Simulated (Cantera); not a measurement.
An isothermal, constant-pressure homogeneous reactor starts with NO : N2 = 1 : 0.13 (molar parts), at 2200 K and 1.50 bar. Integrator tolerance rtol = 1e-08.

Cantera simulation using GRI-Mech 3.0 (53 species, 325 reactions); the numbers are that mechanism's predictions, not measurements.

### Question
What does this change do: temperature 2200 to 1875 K?

### Answer
```tsv
quantity	before	after
x(NO) at 40.0 s	0.0152 (gas-phase equilibrium 0.0152)	0.00724 (gas-phase equilibrium 0.00646)
x(N2O) at 40.0 s	8.65e-7 (gas-phase equilibrium 8.65e-7)	3.82e-7 (gas-phase equilibrium 3.78e-7)
x(N2) at 40.0 s	0.550 (gas-phase equilibrium 0.550)	0.554 (gas-phase equilibrium 0.554)
x(O) at 40.0 s	0.00146 (gas-phase equilibrium 0.00146)	0.000131 (gas-phase equilibrium 0.000131)
x(O2) at 40.0 s	0.434 (gas-phase equilibrium 0.434)	0.439 (gas-phase equilibrium 0.439)
x(NO2) at 40.0 s	3.40e-5 (gas-phase equilibrium 3.40e-5)	2.76e-5 (gas-phase equilibrium 2.47e-5)
```
